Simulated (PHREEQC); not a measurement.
Acid rinse or clean

Solution (25 °C): 3.3 mmol/kgw HBr, 0.83 mmol/kgw CuSO4 and 2.1 mmol/kgw MgCl2. It is in equilibrium with CO2 at log p = -2 (atm). Otherwise closed; pH follows from the charge balance.

The numbers come from PHREEQC with the ion-association model, wateq4f.dat.

This is a speciation only: nothing precipitates in the calculation.

Problem. What pH, ionic strength does the model give?

Solution. pH 2.54; ionic strength 0.0121 mol/kgw.

Problem. In which forms is Mg present?

Solution. Mg+2 95 %, MgSO4 5.3 % of the Mg.

Species that the database lacks are ignored.
